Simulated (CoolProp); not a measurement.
Values from CoolProp's reference Helmholtz-energy equation of state, Lemmon 2006. It is a short technical equation, of lower accuracy than the large ones.

Question: For toluene, give the phase and the viscosity (µPa s), fugacity coefficient at 620 K and 30.9 MPa; 620 K and 36.1 MPa.

Answer: 
- 620 K and 30.9 MPa: supercritical; viscosity 104, fugacity coefficient 0.254
- 620 K and 36.1 MPa: supercritical; viscosity 110, fugacity coefficient 0.253

Viscosity comes from a separate model (Avgeri 2015).
